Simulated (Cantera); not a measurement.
Feed: 1 mol Al, 1.1 mol Cl₂, 14 mol N₂, held at 4.90e-5 bar.

Equilibrium computed with Cantera from the NASA thermochemical tables; the gas is ideal and each condensed phase is pure. Candidate condensed phases: Al, AlCl₃, AlN; 11 gas species. The tables' values for AlCl₂ are old estimates; treat these amounts as uncertain. Kinetics and transport are ignored.

log p: log10 of the partial pressure in bar; n: condensed amount in mol.

| T (°C) | log p N₂ | log p AlCl₃ | log p AlCl | log p AlCl₂ | log p Cl | n AlN(s) |
|---|---|---|---|---|---|---|
| 827 | -4.33 | -5.61 | -8.41 | -7.91 | … | 0.265 |
| 877 | -4.33 | -5.61 | -7.69 | -7.48 | … | 0.259 |
| 927 | -4.33 | -5.63 | -7.04 | -7.09 | … | 0.240 |
| 977 | -4.33 | -5.66 | -6.45 | -6.74 | … | 0.177 |
| 1027 | -4.34 | -5.75 | -5.94 | -6.48 | … | 0 |
| 1077 | -4.34 | -5.75 | -5.95 | -6.43 | … | 0 |
| 1127 | -4.34 | -5.76 | -5.96 | -6.39 | … | 0 |
| 1177 | -4.34 | -5.77 | -5.96 | -6.35 | … | 0 |

Problem. Complete the blanks.

Solution. 
- 827, log p Cl: -10.59
- 877, log p Cl: -10.15
- 927, log p Cl: -9.75
- 977, log p Cl: -9.38
- 1027, log p Cl: -9.05
- 1077, log p Cl: -8.47
- 1127, log p Cl: -7.94
- 1177, log p Cl: -7.44
